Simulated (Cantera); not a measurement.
Charge: 1 mol Fe(CO)5, a varied amount of H2, at 1125 K and 0.0230 bar.

Method: chemical equilibrium by Gibbs-energy minimisation in Cantera with the NASA 1993 tables (ideal gas, pure condensed phases). Candidate condensed phases: C, C6H6, C7H8, C8H18, Fe, Fe(CO)5, FeO, Fe(OH)2, Fe(OH)3, Fe2O3, Fe3O4, H2O; 114 gas species. The numbers say what is thermodynamically allowed, not how fast it happens.

Problem. At 43 mol H2, list the 5 most abundant gas species with their mole fractions, and the condensed phases.

Solution. H2 0.896, CO 0.104, CH4 0.000285, H2O 0.000257, CO2 2.72e-5. Condensed: Fe(α).
